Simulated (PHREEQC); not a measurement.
A solution holds 0.024 mol/kgw KCl, 4.6e-05 mol/kgw MgSO4 and 0.00059 mol/kgw MgCl2, at 25 °C. Closed to the air; pH follows from the charge balance.

The numbers come from PHREEQC with the ion-association model, phreeqc.dat.

Precipitation was switched off in this run.

Problem. Order these S species by the share of S that they hold, largest first: KSO4-, SO4-2, MgSO4.

Solution. SO4-2 (88 %), KSO4- (8.0 %), MgSO4 (4.0 %)

The ionic strength is 0.0259 mol/kgw.
